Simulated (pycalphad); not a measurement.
Mg-Si solution, phase LIQUID, at 1300 K; mixing quantities and activities refer to the pure elements in the same phase at that temperature, stable or not. Over part of the range this solution is metastable.

Computed with pycalphad from the COST 507 light-alloy database (1999), at 1 atm. These are 1990s assessments: newer ones move some temperatures and phases.

```json
[
 {"x(Si)": "0.02", "ΔH mix (kJ/mol)": "-1.14", "ΔG mix (kJ/mol)": "-1.88", "excess S (J/mol/K)": "-0.25", "a(Mg)": "0.979", "a(Si)": "0.000475"},
 {"x(Si)": "0.05", "ΔH mix (kJ/mol)": "-2.86", "ΔG mix (kJ/mol)": "-4.15", "excess S (J/mol/K)": "-0.66", "a(Mg)": "0.942", "a(Si)": "0.00143"},
 {"x(Si)": "0.1", "ΔH mix (kJ/mol)": "-5.71", "ΔG mix (kJ/mol)": "-7.35", "excess S (J/mol/K)": "-1.44", "a(Mg)": "0.872", "a(Si)": "0.00384"},
 {"x(Si)": "0.2", "ΔH mix (kJ/mol)": "?", "ΔG mix (kJ/mol)": "?", "excess S (J/mol/K)": "-3.24", "a(Mg)": "?", "a(Si)": "?"},
 {"x(Si)": "0.3", "ΔH mix (kJ/mol)": "-15.83", "ΔG mix (kJ/mol)": "-15.76", "excess S (J/mol/K)": "-5.13", "a(Mg)": "0.481", "a(Si)": "0.0427"},
 {"x(Si)": "0.4", "ΔH mix (kJ/mol)": "-19.21", "ΔG mix (kJ/mol)": "-17.59", "excess S (J/mol/K)": "-6.84", "a(Mg)": "0.290", "a(Si)": "0.109"},
 {"x(Si)": "0.5", "ΔH mix (kJ/mol)": "?", "ΔG mix (kJ/mol)": "?", "excess S (J/mol/K)": "-8.11", "a(Mg)": "?", "a(Si)": "?"},
 {"x(Si)": "0.6", "ΔH mix (kJ/mol)": "-21.01", "ΔG mix (kJ/mol)": "-16.93", "excess S (J/mol/K)": "-8.73", "a(Mg)": "0.0890", "a(Si)": "0.369"},
 {"x(Si)": "0.7", "ΔH mix (kJ/mol)": "-19.36", "ΔG mix (kJ/mol)": "-14.92", "excess S (J/mol/K)": "-8.49", "a(Mg)": "0.0511", "a(Si)": "0.498"},
 {"x(Si)": "0.8", "ΔH mix (kJ/mol)": "-15.90", "ΔG mix (kJ/mol)": "-11.99", "excess S (J/mol/K)": "-7.17", "a(Mg)": "0.0254", "a(Si)": "0.626"},
 {"x(Si)": "0.9", "ΔH mix (kJ/mol)": "-10.01", "ΔG mix (kJ/mol)": "-7.70", "excess S (J/mol/K)": "-4.48", "a(Mg)": "0.00557", "a(Si)": "0.806"},
 {"x(Si)": "0.95", "ΔH mix (kJ/mol)": "-5.69", "ΔG mix (kJ/mol)": "-4.59", "excess S (J/mol/K)": "-2.50", "a(Mg)": "0.00110", "a(Si)": "0.916"},
 {"x(Si)": "0.98", "ΔH mix (kJ/mol)": "-2.46", "ΔG mix (kJ/mol)": "-2.14", "excess S (J/mol/K)": "-1.07", "a(Mg)": "0.000190", "a(Si)": "0.973"}
]
```

Question: Complete the blanks.

Answer: 
- 0.2, ΔH mix (kJ/mol): -11.16
- 0.2, ΔG mix (kJ/mol): -12.35
- 0.2, a(Mg): 0.693
- 0.2, a(Si): 0.0143
- 0.5, ΔH mix (kJ/mol): -20.97
- 0.5, ΔG mix (kJ/mol): -17.91
- 0.5, a(Mg): 0.160
- 0.5, a(Si): 0.227
